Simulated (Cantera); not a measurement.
Silicon oxide and oxynitride deposition: HMDSO + N2O

A closed system holds: 1 mol HMDSO, 1.3 mol N2O, at 13300 Pa.

Method: chemical equilibrium by Gibbs-energy minimisation in Cantera with the NASA 1993 tables (ideal gas, pure condensed phases). Candidate condensed phases: C, C6H6, C7H8, C8H18, H2O, Si, SiC, SiO2, Si2N2O, Si3N4; 151 gas species. The feed counts by its element totals alone. Mutual solubility and eutectic melting of coexisting phases are not modelled. Equilibrium is a limit: real reactors are often held back by kinetics, nucleation or transport.

```json
[
 {"T (°C)": "525", "log p H2": "-0.97", "log p CH4": "-1.80", "log p N2": "-1.95", "log p CO": "-6.43", "log p NH3": "-4.95", "log p H2O": "-6.02", "log p HCN": "-8.51", "log p C2H6": "-7.34", "n C(graphite)": "4.97", "n SiO2(α-quartz)": "0.867", "n Si2N2O(s)": "0.567", "n SiO2(β-quartz)": "0"},
 {"T (°C)": "550", "log p H2": "-0.95", "log p CH4": "-1.94", "log p N2": "-1.96", "log p CO": "-6.08", "log p NH3": "-5.04", "log p H2O": "-5.91", "log p HCN": "-8.24", "log p C2H6": "-7.49", "n C(graphite)": "5.23", "n SiO2(α-quartz)": "0.867", "n Si2N2O(s)": "0.567", "n SiO2(β-quartz)": "0"},
 {"T (°C)": "575", "log p H2": "-0.94", "log p CH4": "-2.08", "log p N2": "-1.97", "log p CO": "-5.75", "log p NH3": "-5.12", "log p H2O": "-5.82", "log p HCN": "-7.99", "log p C2H6": "-7.65", "n C(graphite)": "5.43", "n SiO2(α-quartz)": "0", "n Si2N2O(s)": "0.567", "n SiO2(β-quartz)": "0.867"},
 {"T (°C)": "600", "log p H2": "-0.93", "log p CH4": "-2.21", "log p N2": "-1.98", "log p CO": "-5.44", "log p NH3": "-5.21", "log p H2O": "-5.74", "log p HCN": "-7.75", "log p C2H6": "-7.80", "n C(graphite)": "5.57", "n SiO2(α-quartz)": "0", "n Si2N2O(s)": "0.567", "n SiO2(β-quartz)": "0.866"},
 {"T (°C)": "625", "log p H2": "-0.93", "log p CH4": "-2.35", "log p N2": "-1.98", "log p CO": "-5.14", "log p NH3": "-5.29", "log p H2O": "-5.66", "log p HCN": "-7.53", "log p C2H6": "-7.95", "n C(graphite)": "5.68", "n SiO2(α-quartz)": "0", "n Si2N2O(s)": "0.567", "n SiO2(β-quartz)": "0.866"},
 {"T (°C)": "650", "log p H2": "-0.92", "log p CH4": "-2.48", "log p N2": "-1.99", "log p CO": "-4.86", "log p NH3": "-5.37", "log p H2O": "-5.59", "log p HCN": "-7.32", "log p C2H6": "-8.10", "n C(graphite)": "5.76", "n SiO2(α-quartz)": "0", "n Si2N2O(s)": "0.567", "n SiO2(β-quartz)": "0.866"},
 {"T (°C)": "675", "log p H2": "-0.92", "log p CH4": "-2.60", "log p N2": "-1.99", "log p CO": "-4.60", "log p NH3": "-5.45", "log p H2O": "-5.53", "log p HCN": "-7.12", "log p C2H6": "-8.25", "n C(graphite)": "5.82", "n SiO2(α-quartz)": "0", "n Si2N2O(s)": "0.567", "n SiO2(β-quartz)": "0.865"},
 {"T (°C)": "700", "log p H2": "-0.92", "log p CH4": "-2.72", "log p N2": "-1.99", "log p CO": "-4.34", "log p NH3": "-5.53", "log p H2O": "-5.47", "log p HCN": "-6.93", "log p C2H6": "-8.39", "n C(graphite)": "5.86", "n SiO2(α-quartz)": "0", "n Si2N2O(s)": "0.568", "n SiO2(β-quartz)": "0.864"},
 {"T (°C)": "725", "log p H2": "-0.91", "log p CH4": "-2.84", "log p N2": "-1.99", "log p CO": "-4.11", "log p NH3": "-5.60", "log p H2O": "-5.41", "log p HCN": "-6.75", "log p C2H6": "-8.53", "n C(graphite)": "5.89", "n SiO2(α-quartz)": "0", "n Si2N2O(s)": "0.569", "n SiO2(β-quartz)": "0.863"},
 {"T (°C)": "750", "log p H2": "-0.91", "log p CH4": "-2.95", "log p N2": "-2.00", "log p CO": "-3.88", "log p NH3": "-5.67", "log p H2O": "-5.35", "log p HCN": "-6.58", "log p C2H6": "-8.66", "n C(graphite)": "5.91", "n SiO2(α-quartz)": "0", "n Si2N2O(s)": "0.570", "n SiO2(β-quartz)": "0.860"},
 {"T (°C)": "775", "log p H2": "-0.91", "log p CH4": "-3.06", "log p N2": "-2.00", "log p CO": "-3.66", "log p NH3": "-5.74", "log p H2O": "-5.30", "log p HCN": "-6.42", "log p C2H6": "-8.78", "n C(graphite)": "5.92", "n SiO2(α-quartz)": "0", "n Si2N2O(s)": "0.572", "n SiO2(β-quartz)": "0.856"},
 {"T (°C)": "800", "log p H2": "-0.91", "log p CH4": "-3.16", "log p N2": "-2.00", "log p CO": "-3.46", "log p NH3": "-5.80", "log p H2O": "-5.26", "log p HCN": "-6.27", "log p C2H6": "-8.91", "n C(graphite)": "5.92", "n SiO2(α-quartz)": "0", "n Si2N2O(s)": "0.575", "n SiO2(β-quartz)": "0.849"},
 {"T (°C)": "825", "log p H2": "-0.91", "log p CH4": "-3.26", "log p N2": "-2.01", "log p CO": "-3.26", "log p NH3": "-5.86", "log p H2O": "-5.21", "log p HCN": "-6.12", "log p C2H6": "-9.02", "n C(graphite)": "5.92", "n SiO2(α-quartz)": "0", "n Si2N2O(s)": "0.580", "n SiO2(β-quartz)": "0.840"}
]
```
log p: log10 of the partial pressure in bar; n: condensed amount in mol.

From 525 °C to 550 °C the condensed part is C(graphite) + SiO2(α-quartz) + Si2N2O(s). From 575 °C to 825 °C the condensed part is C(graphite) + SiO2(β-quartz) + Si2N2O(s).
